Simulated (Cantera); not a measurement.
What does this Cantera script print?

```python
import numpy as np
import cantera as ct

gas_names = """
    Mg MgN MgO Mg2 N NO NO2 NO3 N2 N2O O O2 O3
""".split()
cond_names = """
    Mg(cr) Mg(L) MgO(s) MgO(L)
""".split()


def load(file, names, dense=False):
    # The tables refer to 1 bar. Condensed volumes are neglected.
    table = {s.name: s for s in ct.Species.list_from_file(file)}
    out = []
    for n in names:
        d = dict(table[n].input_data)
        d["thermo"] = dict(d["thermo"], **{"reference-pressure": 1e5})
        if dense:
            d["equation-of-state"] = {"model": "constant-volume", "density": "1e6 g/cm^3"}
        out.append(ct.Species.from_dict(d))
    return out


gas = ct.Solution(thermo="ideal-gas", species=load("nasa_gas.yaml", gas_names))
cond = {s.name: ct.Solution(thermo="fixed-stoichiometry", species=[s], name=s.name)
        for s in load("nasa_condensed.yaml", cond_names, dense=True)}
atoms = {
    'MgO': {'Mg': 1, 'O': 1},
    'N2': {'N': 2},
}
top_T = {}  # K; cautious upper limits of use, not melting points


def equilibrate(T, P, feed):
    n = {}
    for name, mol in feed.items():
        for a, k in atoms[name].items():
            n[a] = n.get(a, 0.0) + k * mol
    gas.TPX = T, P, n
    mass = sum(n.values()) * gas.mean_molecular_weight
    gas.equilibrate("TP")
    valid = [c for c in cond.values() if c.min_temp <= T <= top_T.get(c.name, c.max_temp)]
    mix = ct.Mixture([(gas, mass / gas.mean_molecular_weight)] + [(c, 0.0) for c in valid])
    mix.T, mix.P = T, P
    mix.equilibrate("TP", solver="vcs", rtol=1e-11, max_steps=5000)
    return mix


results = []
feed = {'MgO': 1, 'N2': 0.031}  # mol
T = 2173  # K
P = 133.322  # Pa
mix = equilibrate(T, P, feed)
results.append((T, P, feed, dict(zip(mix.species_names, mix.species_moles))))
x = sorted(zip(gas.X, gas.species_names), reverse=True)
print(f"T = {T:g} K  P = {P:g} Pa  gas = {mix.phase_moles(0):.4g} mol")
print("   x: " + "  ".join(f"{s} {v:.3e}" for v, s in x if v > 1e-06))
print("   condensed (mol): " + ("  ".join(f"{mix.phase(i).name} {mix.phase_moles(i):.4g}"
      for i in range(1, mix.n_phases) if mix.phase_moles(i) > 1e-12) or "none"))
```

Output:

```
T = 2173 K  P = 133.322 Pa  gas = 0.03253 mol
   x: N2 9.515e-01  Mg 2.905e-02  O2 9.993e-03  O 6.224e-03  NO 2.844e-03  MgO 3.532e-04
   condensed (mol): MgO(s) 0.999
```

Equilibrium computed with Cantera from the NASA thermochemical tables; the gas is ideal and each condensed phase is pure.
